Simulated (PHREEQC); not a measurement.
Solution (25 °C): 4.3 mmol/kgw Cu(BF4)2 and 6.2 mmol/kgw H2SO4. Closed to the air; pH follows from the charge balance.

Model: ion-association model, wateq4f.dat, run in PHREEQC.

| quantity | before | after |
|---|---|---|
| pH | 2.07 | 2.97 |
| ionic strength (mol/kgw) | 0.0236 | 0.0301 |
| HF (mol/kgw) | 0.00549 | 0.00332 |
| Cu+2 (mol/kgw) | 0.00348 | 0.00344 |
| H3BO3 (mol/kgw) | 0.00138 | 0.00120 |
| F- (mol/kgw) | 0.000503 | 0.00247 |
| SI of CuF2:2H2O (CuF2:2H2O) | -4.88 | -3.54 |
| SI of Tenorite (CuO) | -6.18 | -4.41 |

Question: What was changed between the two runs?
A) H2SO4 replaced by ZnSO4 at the same molality
B) H2SO4 from 0.0062 to 0.00124 mol/kgw
C) H2SO4 left out
D) H2SO4 from 0.0062 to 0.031 mol/kgw

Answer: A, H2SO4 replaced by ZnSO4 at the same molality

No solid was allowed to form. Real BF4- forms and hydrolyses slowly; the run takes it at equilibrium.
